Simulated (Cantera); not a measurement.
A Cantera script and its output.

```python
import numpy as np
import cantera as ct

gas = ct.Solution("gri30.yaml")
gas.TPX = 1500, 97000, {'CH3OH': 0.0037, 'O2': 0.01, 'N2': 1}
inlet = ct.Reservoir(gas, clone=True)

reactor = ct.IdealGasConstPressureReactor(gas, energy="off", clone=False)
exhaust = ct.Reservoir(gas, clone=True)
tau = [4.7, 1.5, 0.46, 0.14, 0.044, 0.014, 0.0043, 0.0013][0]
for a, b in ((inlet, reactor), (reactor, exhaust)):
    ct.MassFlowController(a, b, mdot=lambda t: reactor.mass / tau)
net = ct.ReactorNet([reactor])
show = ['CH3OH', 'O2', 'CO', 'H2O', 'NO', 'CH2O']

rows = []
print(f"{'tau/s':>10s}{'T/K':>9s}" + "".join(f"{s:>11s}" for s in show))
for tau in [4.7, 1.5, 0.46, 0.14, 0.044, 0.014, 0.0043, 0.0013]:
    net.initial_time = 0.0
    net.advance(30 * tau)
    before = gas.X
    net.advance(40 * tau)
    drift = np.max(np.abs(gas.X - before) / (gas.X + 1e-9))
    rows.append([gas.T, *gas[show].X, drift])
    print(f"{tau:10.3e}{gas.T:9.1f}" + "".join(f"{x:11.3e}" for x in gas[show].X))
```

Output:

```
     tau/s      T/K      CH3OH         O2         CO        H2O         NO       CH2O
 4.700e+00   1500.0  1.472e-07  4.376e-03  1.428e-05  7.258e-03  3.588e-06  9.336e-08
 1.500e+00   1500.0  2.970e-07  4.380e-03  2.988e-05  7.241e-03  3.532e-06  1.949e-07
 4.600e-01   1500.0  5.843e-07  4.391e-03  6.395e-05  7.211e-03  3.026e-06  4.007e-07
 1.400e-01   1500.0  1.089e-06  4.421e-03  1.356e-04  7.152e-03  2.368e-06  7.835e-07
 4.400e-02   1500.0  1.899e-06  4.487e-03  2.742e-04  7.045e-03  1.994e-06  1.424e-06
 1.400e-02   1500.0  3.270e-06  4.621e-03  5.264e-04  6.858e-03  1.952e-06  2.511e-06
 4.300e-03   1500.0  6.200e-06  4.877e-03  9.671e-04  6.562e-03  1.916e-06  4.763e-06
 1.300e-03   1500.0  1.457e-05  5.315e-03  1.648e-03  6.190e-03  1.444e-06  1.101e-05
```

Cantera simulation using GRI-Mech 3.0 (53 species, 325 reactions); the numbers are that mechanism's predictions, not measurements. GRI-Mech 3.0 was tuned for natural gas; its chemistry of methanol as a main component is partial and can be far from experiment.
